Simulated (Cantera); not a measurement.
# Roasting and sulfation: Fe2O3 + SO2 + CO2

Feed: 1 mol Fe2O3, 0.09 mol SO2, 0.3 mol CO2, held at 13.3 mbar.

Cantera equilibrium calculation (NASA polynomials, part measured and part estimated; ideal gas, pure solids and liquids). Candidate condensed phases: C, Fe, Fe(CO)5, FeO, FeS, FeSO4, FeS2, Fe2O3, Fe2(SO4)3, Fe3O4, S; 25 gas species. Mutual solubility and eutectic melting of coexisting phases are not modelled. Kinetics and transport are ignored.

From 700 K to 1200 K the condensed part is Fe2O3(s). From 1300 K to 1400 K the condensed part is Fe2O3(s) + Fe3O4(s). From 1500 K to 1600 K the condensed part is Fe3O4(s).

| T (K) | log p CO2 | log p O2 | log p SO2 | log p SO3 | log p CO | log p O | n Fe2O3(s) | n Fe3O4(s) |
|---|---|---|---|---|---|---|---|---|
| 700 | -1.99 | <-13 | -2.51 | -9.30 | -9.30 | <-13 | 1.00 | 0 |
| 800 | -1.99 | <-13 | -2.51 | -8.44 | -8.44 | <-13 | 1.00 | 0 |
| 900 | -1.99 | -12.16 | -2.51 | -7.77 | -7.77 | <-13 | 1.00 | 0 |
| 1000 | -1.99 | -9.95 | -2.51 | -7.23 | -7.23 | <-13 | 1.00 | 0 |
| 1100 | -1.99 | -8.18 | -2.51 | -6.81 | -6.78 | -12.69 | 1.00 | 0 |
| 1200 | -1.99 | -6.36 | -2.51 | -6.28 | -6.57 | -10.78 | 1.000 | 0 |
| 1300 | -1.99 | -4.78 | -2.51 | -5.82 | -6.41 | -9.14 | 0.997 | 0.00200 |
| 1400 | -2.00 | -3.44 | -2.52 | -5.43 | -6.29 | -7.74 | 0.934 | 0.0442 |
| 1500 | -2.14 | -2.40 | -2.67 | -5.29 | -6.25 | -6.59 | 0 | 0.667 |
| 1600 | -2.14 | -2.40 | -2.67 | -5.50 | -5.64 | -6.04 | 0 | 0.667 |
log p: log10 of the partial pressure in bar; n: condensed amount in mol.
